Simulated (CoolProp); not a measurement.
Vapour-liquid equilibrium of CH2F2 (R32) (1) + R123 (2) at 0.0515 MPa; x and y are mole fractions of (1).

Values from CoolProp's multi-fluid Helmholtz-energy mixture model, Tillner-Roth 1997 and Younglove 1994; pair parameters Bell 2016.

```json
[
 {"x": "0.05", "bubble temperature (°C)": "-14.6", "y at the bubble point": "0.697", "dew temperature at overall composition x (°C)": "9.2", "liquid density (mol/L)": "10.50"},
 {"x": "0.15", "bubble temperature (°C)": "-37.5", "y at the bubble point": "0.927", "dew temperature at overall composition x (°C)": "6.6", "liquid density (mol/L)": "11.54"},
 {"x": "0.25", "bubble temperature (°C)": "-47.2", "y at the bubble point": "0.966", "dew temperature at overall composition x (°C)": "3.8", "liquid density (mol/L)": "12.47"},
 {"x": "0.35", "bubble temperature (°C)": "-52.4", "y at the bubble point": "0.979", "dew temperature at overall composition x (°C)": "0.7", "liquid density (mol/L)": "13.44"},
 {"x": "0.45", "bubble temperature (°C)": "-55.5", "y at the bubble point": "0.985", "dew temperature at overall composition x (°C)": "-2.9", "liquid density (mol/L)": "14.49"},
 {"x": "0.55", "bubble temperature (°C)": "-57.6", "y at the bubble point": "0.988", "dew temperature at overall composition x (°C)": "-7.0", "liquid density (mol/L)": "15.66"},
 {"x": "0.65", "bubble temperature (°C)": "-59.1", "y at the bubble point": "0.991", "dew temperature at overall composition x (°C)": "-11.9", "liquid density (mol/L)": "17.01"},
 {"x": "0.75", "bubble temperature (°C)": "-60.4", "y at the bubble point": "0.993", "dew temperature at overall composition x (°C)": "-18.0", "liquid density (mol/L)": "18.57"},
 {"x": "0.85", "bubble temperature (°C)": "-61.8", "y at the bubble point": "0.995", "dew temperature at overall composition x (°C)": "-26.7", "liquid density (mol/L)": "20.42"},
 {"x": "0.95", "bubble temperature (°C)": "-63.3", "y at the bubble point": "0.998", "dew temperature at overall composition x (°C)": "-42.5", "liquid density (mol/L)": "22.66"}
]
```

No azeotrope shows between x = 0.05 and 0.95.

Pair parameters are fitted to limited data, so mixtures are less certain than the pure fluids.
